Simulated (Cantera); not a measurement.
Input (Python, Cantera):

```python
import numpy as np
import cantera as ct

gas = ct.Solution("gri30.yaml")
gas.TPX = 1600, 2666, {'CH4': 0.031, 'H2': 1, 'CO2': 0.004}
inlet = ct.Reservoir(gas, clone=True)

reactor = ct.IdealGasConstPressureReactor(gas, energy="off", clone=False)
exhaust = ct.Reservoir(gas, clone=True)
tau = [7.3, 1.2, 0.2, 0.033, 0.0055, 0.0009, 0.00015][0]
for a, b in ((inlet, reactor), (reactor, exhaust)):
    ct.MassFlowController(a, b, mdot=lambda t: reactor.mass / tau)
net = ct.ReactorNet([reactor])
show = ['CH4', 'H2', 'CO2', 'CH2CO', 'O2']

rows = []
print(f"{'tau/s':>10s}{'T/K':>9s}" + "".join(f"{s:>11s}" for s in show))
for tau in [7.3, 1.2, 0.2, 0.033, 0.0055, 0.0009, 0.00015]:
    net.initial_time = 0.0
    net.advance(30 * tau)
    before = gas.X
    net.advance(40 * tau)
    drift = np.max(np.abs(gas.X - before) / (gas.X + 1e-9))
    rows.append([gas.T, *gas[show].X, drift])
    print(f"{tau:10.3e}{gas.T:9.1f}" + "".join(f"{x:11.3e}" for x in gas[show].X))
```

It prints:

```
     tau/s      T/K        CH4         H2        CO2      CH2CO         O2
 7.300e+00   1600.0  1.520e-02  9.699e-01  1.802e-04  2.806e-08  1.731e-14
 1.200e+00   1600.0  2.438e-02  9.658e-01  9.266e-04  1.103e-08  1.204e-14
 2.000e-01   1600.0  2.887e-02  9.652e-01  2.661e-03  2.038e-09  3.101e-15
 3.300e-02   1600.0  2.984e-02  9.660e-01  3.733e-03  1.054e-10  1.909e-16
 5.500e-03   1600.0  2.994e-02  9.662e-01  3.860e-03  3.953e-13  3.549e-18
 9.000e-04   1600.0  2.995e-02  9.662e-01  3.865e-03  3.503e-16  5.906e-20
 1.500e-04   1600.0  2.995e-02  9.662e-01  3.865e-03  2.841e-19  7.984e-22
```

Computed with Cantera and GRI-Mech 3.0 (53 species, 325 reactions). GRI-Mech 3.0 stops at C3 and has no aromatics, soot or wall deposition, so with more carbon than oxygen in the feed, carbon stays in small species such as C2H2 where larger ones or solid carbon would form. Radical loss at walls, strong at low pressure, is not modelled.
